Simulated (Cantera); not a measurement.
Input (Python, Cantera) and output of one run.

```python
import numpy as np
import cantera as ct

gas_names = """
    CL CLO CL2 Fe FeCL FeCL2 FeCL3 FeO Fe(OH)2 Fe2CL4 Fe2CL6 H HCL HNO HNO2 HNO3 HOCL HO2 H2 H2O H2O2 N
    NH NH2 NH3 NH2OH NO NO2 NO3 N2 N2H2 N2H4 N2O O OH O2 O3
""".split()
cond_names = """
    Fe(a) Fe(c) Fe(d) Fe(L) FeCL2(s) FeCL2(L) FeCL3(s) FeCL3(L) FeO(s) FeO(L) Fe(OH)2(s) Fe(OH)3(s)
    Fe2O3(s) Fe3O4(s) H2O(s) H2O(L) NH4CL(a) NH4CL(b)
""".split()


# ... load() reads the species with a 1 bar reference pressure and builds the phases ...
atoms = {
    'Fe3O4': {'Fe': 3, 'O': 4},
    'HCl': {'H': 1, 'CL': 1},
    'N2': {'N': 2},
}
top_T = {'Fe2O3(s)': 1830, 'Fe3O4(s)': 1870}  # K; cautious upper limits of use, not melting points


# ... equilibrate(T, P, feed) seeds the gas with the atoms and calls Mixture.equilibrate('TP', solver="vcs", rtol=1e-11, max_steps=5000) ...
results = []
feed = {'Fe3O4': 1, 'HCl': 0.11, 'N2': 0.21}  # mol
P = 19000  # Pa
for T in [823, 923, 1023, 1123, 1223, 1323, 1423]:
    mix = equilibrate(T, P, feed)
    results.append((T, P, feed, dict(zip(mix.species_names, mix.species_moles))))

top = {s: max(r[3][s] / sum(r[3][g] for g in gas_names) for r in results) for s in gas_names}
cols = sorted((s for s in top if top[s] > 1e-06), key=lambda s: -top[s])[:9]
seen = [c for c in cond_names if any(r[3].get(c, 0) > 1e-12 for r in results)]
print("log10 of partial pressures in bar; condensed amounts in mol")
print(f"{'T/K':>10s}" + "".join(f"{s[:9]:>10s}" for s in cols + seen))
for T, P, feed, n in results:
    ng = sum(n[g] for g in gas_names)
    print(f"{T:10.4g}" + "".join(f"{np.log10(max(n[s] / ng * P / 1e5, 1e-99)):10.3f}" for s in cols)
          + "".join(f"{n.get(c, 0):10.4g}" for c in seen))
```

It prints:

```
log10 of partial pressures in bar; condensed amounts in mol
       T/K        N2       HCL       H2O     FeCL2     FeCL3        O2        CL       CL2    Fe2CL4  FeCL2(s)  Fe2O3(s)  Fe3O4(s)
       823    -0.896    -1.231    -2.407    -3.681    -3.906   -15.938    -8.720    -7.833    -4.690  0.005751  0.006059    0.9938
       923    -0.903    -1.218    -2.609    -2.909    -3.147   -12.589    -7.119    -6.335    -4.138         0  0.001706    0.9977
      1023    -0.903    -1.233    -2.460    -2.661    -3.096    -9.926    -6.018    -5.508    -4.433         0  0.003099    0.9962
      1123    -0.903    -1.250    -2.335    -2.476    -3.088    -7.764    -5.126    -4.856    -4.711         0  0.004902    0.9944
      1223    -0.903    -1.270    -2.231    -2.337    -3.104    -5.970    -4.388    -4.329    -4.971         0  0.006765    0.9925
      1323    -0.904    -1.292    -2.144    -2.232    -3.138    -4.454    -3.766    -3.895    -5.216         0  0.007823    0.9911
      1423    -0.906    -1.318    -2.071    -2.159    -3.190    -3.155    -3.238    -3.536    -5.458         0  0.001055     0.995
```

Equilibrium computed with Cantera from the NASA thermochemical tables; the gas is ideal and each condensed phase is pure. Mutual solubility and eutectic melting of coexisting phases are not modelled. Condensed phases not in the tables: FeOCl.
